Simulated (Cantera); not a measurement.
A freely propagating, adiabatic, planar premixed flame of CH4 : O2 : N2 = 1 : 1.54 : 5.78 (molar parts), equivalence ratio 1.3, unburnt at 573 K and 0.370 bar; mixture-averaged transport, grid criteria slope 0.08 and curve 0.16, no radiation.

Model: GRI-Mech 3.0 (53 species, 325 reactions), integrated in Cantera. Burning velocities carry a grid error of a few per cent, more on coarse grids.

Predict: laminar burning velocity; thermal thickness; peak x(CH2); peak x(H); peak x(CH3).


```json
{
 "laminar_burning_velocity": "118 cm/s",
 "thermal_thickness": "0.879 mm",
 "peak x(CH2)": "0.000107",
 "peak x(H)": "0.0135",
 "peak x(CH3)": "0.00526"
}
```
